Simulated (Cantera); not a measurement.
## Gas-phase reforming

A perfectly stirred reactor is fed with 69.4 % CH₄, 30.6 % H₂O, at 3.90 bar; it is held at 1925 K, and followed from long to short residence time.

Model: GRI-Mech 3.0 (53 species, 325 reactions), integrated in Cantera. GRI-Mech 3.0 stops at C3 and has no aromatics, soot or wall deposition, so with more carbon than oxygen in the feed, carbon stays in small species such as C2H2 where larger ones or solid carbon would form.

| τ (s) | x CH₄ | x H₂O | x O₂ | x CO | x C₂H | x CH₂O |
|---|---|---|---|---|---|---|
| 6.1 | 0.0180 | 0.000903 | <1e-12 | 0.155 | 7.18e-7 | 1.85e-7 |
| 1.6 | 0.0188 | 0.00333 | <1e-12 | 0.153 | 7.28e-7 | 1.90e-7 |
| 0.43 | 0.0213 | 0.0113 | <1e-12 | 0.146 | 7.62e-7 | 2.12e-7 |
| 0.11 | 0.0286 | 0.0337 | 7.02e-12 | 0.126 | 8.59e-7 | 3.22e-7 |
| 0.030 | 0.0438 | 0.0746 | 3.43e-11 | 0.0924 | 1.03e-6 | 7.56e-7 |
| 0.0080 | 0.0735 | 0.128 | 1.04e-10 | 0.0515 | 1.22e-6 | 2.13e-6 |
| 0.0021 | 0.129 | 0.177 | 2.13e-10 | 0.0212 | 1.29e-6 | 5.46e-6 |
x: mole fraction; the columns are a selection and need not sum to one.
